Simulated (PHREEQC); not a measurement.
Dissolve 0.012 mol H2S per kg of water at 25 °C. Closed to the air; pH follows from the charge balance.

Equilibrium calculation in PHREEQC: ion-association model, phreeqc.dat.

No solid was allowed to form.

### Question
What pH does the model give?

### Answer
pH 4.43.
